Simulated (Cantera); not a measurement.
Metals in furnace atmospheres: Fe + CO2 + CO

Charge: 1 mol Fe, 8.3 mol CO2, 6.1 mol CO, equilibrated at 950 K.

These are equilibrium values from Cantera (NASA tables, ideal gas, pure condensed phases), not measurements of a reactor. Candidate condensed phases: C, Fe, Fe(CO)5, FeO, Fe2O3, Fe3O4; 15 gas species. The tables' stoichiometric FeO is somewhat more stable than real wüstite, so its field is too wide. FeO: taken at fixed stoichiometry. Equilibrium is a limit: real reactors are often held back by kinetics, nucleation or transport.

```csv
P (Pa),x CO2,x CO,n FeO(s),n C(graphite)
10,0.507,0.493,1.00,0
82,0.507,0.493,1.00,0
670,0.507,0.493,1.00,0
5500,0.507,0.493,1.00,0
45000,0.507,0.493,1.00,0
370000,0.671,0.329,1.00,1.41
3000000,0.868,0.132,1.00,2.79
```
x: gas mole fraction; n: condensed amount in mol.

From 10.0 Pa to 45000 Pa the condensed part is FeO(s). From 370000 Pa to 3000000 Pa the condensed part is C(graphite) + FeO(s).
